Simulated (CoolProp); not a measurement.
Saturation properties of propylene (Tc = 91.1 °C, pc = 4.555 MPa, ω = 0.146).

The numbers come from the reference Helmholtz-energy equation of state, Lemmon 2013 in CoolProp.

```csv
T (°C),p (MPa),liquid density (kg/m³),vapour Z
-3.15,0.5311,550.8,0.8856
0.45,0.5920,545.5,0.8767
4.05,0.6579,540.1,0.8674
7.75,0.7312,534.4,0.8573
11.35,0.8081,528.8,0.8470
15.05,0.8932,522.9,0.8360
18.65,0.9821,517.0,0.8248
22.25,1.077,511.0,0.8131
25.95,1.182,504.6,0.8005
29.55,1.291,498.3,0.7876
33.25,1.410,491.5,0.7739
36.85,1.534,484.7,0.7598
40.55,1.669,477.5,0.7447
44.15,1.809,470.2,0.7293
```

It boils at -47.6 °C under 1 atm.
